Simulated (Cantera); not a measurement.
Input (Python, Cantera) and output of one run.

```python
import numpy as np
import cantera as ct

gas_names = """
    B BN BO BO2 B2 B2O B2O2 B2O3 N NO NO2 NO3 N2 N2O O O2 O3
""".split()
cond_names = """
    B(b) B(L) BN(s) B2O3(L)
""".split()


def load(file, names, dense=False):
    # The tables refer to 1 bar. Condensed volumes are neglected.
    table = {s.name: s for s in ct.Species.list_from_file(file)}
    out = []
    for n in names:
        d = dict(table[n].input_data)
        d["thermo"] = dict(d["thermo"], **{"reference-pressure": 1e5})
        if dense:
            d["equation-of-state"] = {"model": "constant-volume", "density": "1e6 g/cm^3"}
        out.append(ct.Species.from_dict(d))
    return out


gas = ct.Solution(thermo="ideal-gas", species=load("nasa_gas.yaml", gas_names))
cond = {s.name: ct.Solution(thermo="fixed-stoichiometry", species=[s], name=s.name)
        for s in load("nasa_condensed.yaml", cond_names, dense=True)}
atoms = {
    'B': {'B': 1},
    'O2': {'O': 2},
    'N2': {'N': 2},
}
top_T = {'BN(s)': 3200}  # K; cautious upper limits of use, not melting points


def equilibrate(T, P, feed):
    n = {}
    for name, mol in feed.items():
        for a, k in atoms[name].items():
            n[a] = n.get(a, 0.0) + k * mol
    gas.TPX = T, P, n
    mass = sum(n.values()) * gas.mean_molecular_weight
    gas.equilibrate("TP")
    valid = [c for c in cond.values() if c.min_temp <= T <= top_T.get(c.name, c.max_temp)]
    mix = ct.Mixture([(gas, mass / gas.mean_molecular_weight)] + [(c, 0.0) for c in valid])
    mix.T, mix.P = T, P
    mix.equilibrate("TP", solver="vcs", rtol=1e-11, max_steps=5000)
    return mix


results = []
feed = {'B': 1, 'O2': 0.057, 'N2': 140}  # mol
T = 1448.15  # K
P = 1700  # Pa
mix = equilibrate(T, P, feed)
results.append((T, P, feed, dict(zip(mix.species_names, mix.species_moles))))
print(gas.report(threshold=1e-05))
for i in range(1, mix.n_phases):
    print(f"{mix.phase(i).name:16s} {mix.phase_moles(i):12.5e} mol")
```

Output:

```
       temperature   1448.2 K
          pressure   1700 Pa
           density   0.0039569 kg/m^3
  mean mol. weight   28.025 kg/kmol
   phase of matter   gas

                          1 kg             1 kmol
                     ---------------   ---------------
          enthalpy        1.2975e+06        3.6362e+07  J
   internal energy        8.6785e+05        2.4322e+07  J
           entropy            9797.7        2.7458e+05  J/K
    Gibbs function       -1.2891e+07       -3.6127e+08  J
 heat capacity c_p            1235.1             34613  J/K
 heat capacity c_v            938.39             26299  J/K

                      mass frac. Y      mole frac. X     chem. pot. / RT
                     ---------------   ---------------   ---------------
              B2O3        0.00066442        0.00026747           -123.58
                N2           0.99932           0.99972           -29.979
     [  +15 minor]        1.3717e-05         8.025e-06

B(b)              0.00000e+00 mol
BN(s)             9.23334e-01 mol
B2O3(L)           0.00000e+00 mol
```

Equilibrium computed with Cantera from the NASA thermochemical tables; the gas is ideal and each condensed phase is pure. N2 is the only nitrogen source here; it is nearly inert below about 1500 K, so the nitride shown seldom forms there in practice.
